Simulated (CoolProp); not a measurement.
The fluid at 298.15 K and 4.51 MPa flows at 0.62 m/s in a round tube of 20 mm bore and 1.5 µm roughness, fully developed (64/Re and Nu = 3.66 if laminar; Colebrook and Gnielinski if turbulent). The same conditions are run with several fluids, on thermodynamics alone (safety and materials aside).

Computed with CoolProp (reference Helmholtz-energy equation of state of each fluid (p-xylene: Zhou 2012; R152A: Outcalt 1996; ethanol: Schroeder 2014; R123: Younglove 1994; n-hexane: Thol 2019)).

```csv
fluid,Reynolds number,Darcy friction factor,pressure drop (Pa/m),heat-transfer coefficient (W/(m² K)),mass flow (kg/h)
p-xylene,(withheld),0.0271,224,878,603
R152A,65800,0.0200,175,1480,(withheld)
ethanol,(withheld),(withheld),(withheld),787,553
R123,41400,0.0220,313,1010,1040
n-hexane,26200,0.0244,155,1060,463
```

Fill in the missing entries.


- p-xylene, Reynolds number: 17000
- R152A, mass flow (kg/h): 640
- ethanol, Reynolds number: 8800
- ethanol, Darcy friction factor: 0.0321
- ethanol, pressure drop (Pa/m): 243

Transport values come from each fluid's own correlations; those of R152A are estimates that may be off by 10 % or more.
